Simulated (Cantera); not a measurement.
Feed: 1 mol Si3N4, 0.012 mol H2, 0.03 mol Si, at 1675 K and 240 Pa.

Cantera equilibrium calculation (NASA polynomials, part measured and part estimated; ideal gas, pure solids and liquids). Candidate condensed phases: Si, Si3N4; 18 gas species. Mutual solubility and eutectic melting of coexisting phases are not modelled. Rates play no part.

Q: What is the equilibrium state?

A: 
```
Quantity           Value
-----------  -----------
x(H2)              0.570
x(N2)              0.428
x(H)             0.00179
x(Si)           0.000181
x(SiH)           1.12e-5
x(Si2N)          6.88e-6
x(SiH2)          6.41e-6
x(SiN)           3.82e-6
n(Si(s))      0.0435 mol
n(Si3N4(s))    0.996 mol
gas amount   0.02102 mol
```
